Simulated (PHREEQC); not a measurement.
A solution holds 0.0069 mol/kgw HCl and 0.021 mol/kgw MnSO4, at 66 °C. Closed to the air; pH follows from the charge balance.

Model: ion-association model, phreeqc.dat, run in PHREEQC.

This is a speciation only: nothing precipitates in the calculation.

Predict the pH, ionic strength, specific conductance.

pH 2.56; ionic strength 0.0509 mol/kgw; specific conductance 7610 µS/cm.

In which forms is S present?

SO4-2 44 %, MnSO4 39 %, HSO4- 17 % of the S.

Species that the database lacks are ignored. Away from 25 °C the constants follow the database's enthalpies or fits; those with neither stay at their 25 °C values.
